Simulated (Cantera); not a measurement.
**Diamond growth**

A diamond (100) surface in a fixed gas of H2 with x(CH4) = 0.023, x(H) = 0.0035, x(CH3) = 0.0011, 44.3 Torr; coverages are run to steady state.

Computed with Cantera and the Harris–Goodwin 1993 mechanism for the reconstructed diamond (100) surface.

```json
[
 {"T (K)": "925", "growth (µm/h)": "17.6", "θ c6HH": "0.518", "θ c6H*": "0.00945", "θ c6*H": "0.242", "θ c6**": "0.00388", "θ c6HM": "0.178"},
 {"T (K)": "1000", "growth (µm/h)": "26.1", "θ c6HH": "0.493", "θ c6H*": "0.0150", "θ c6*H": "0.306", "θ c6**": "0.00730", "θ c6HM": "0.130"},
 {"T (K)": "1075", "growth (µm/h)": "31.4", "θ c6HH": "0.469", "θ c6H*": "0.0221", "θ c6*H": "0.371", "θ c6**": "0.0125", "θ c6HM": "0.0846"},
 {"T (K)": "1150", "growth (µm/h)": "25.6", "θ c6HH": "0.450", "θ c6H*": "0.0308", "θ c6*H": "0.436", "θ c6**": "0.0199", "θ c6HM": "0.0384"},
 {"T (K)": "1225", "growth (µm/h)": "15.6", "θ c6HH": "0.422", "θ c6H*": "0.0399", "θ c6*H": "0.487", "θ c6**": "0.0287", "θ c6HM": "0.0114"},
 {"T (K)": "1300", "growth (µm/h)": "11.5", "θ c6HH": "0.388", "θ c6H*": "0.0483", "θ c6*H": "0.516", "θ c6**": "0.0380", "θ c6HM": "0.00284"},
 {"T (K)": "1375", "growth (µm/h)": "10.9", "θ c6HH": "0.358", "θ c6H*": "0.0561", "θ c6*H": "0.532", "θ c6**": "0.0476", "θ c6HM": "0.000694"}
]
```
θ: site fractions in the mechanism's names (c6HH fully hydrogenated, c6H* and c6*H radical sites, c6** diradical, c6HM methylated).
